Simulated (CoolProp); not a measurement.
Vapour-liquid equilibrium of n-butane (1) + n-decane (2) at 0.772 bar; x and y are mole fractions of (1).

Computed with CoolProp (multi-fluid Helmholtz-energy mixture model, Bücker 2006 and Lemmon 2006; pair parameters Kunz 2012).

Q: Give the bubble temperature and the first vapour's composition at x = 0.25, 0.55, 0.65. Is there an azeotrope?

A: x = 0.25: 28.9 °C, y = 0.997; x = 0.55: 6.8 °C, y = 1.000; x = 0.65: 2.8 °C, y = 1.000. No azeotrope shows between x = 0.05 and 0.95.

Pair parameters are fitted to limited data, so mixtures are less certain than the pure fluids. The gap from Raoult's law changes sign with composition, which may be real or a fault of the pair parameters; it wasn't checked against measurements.
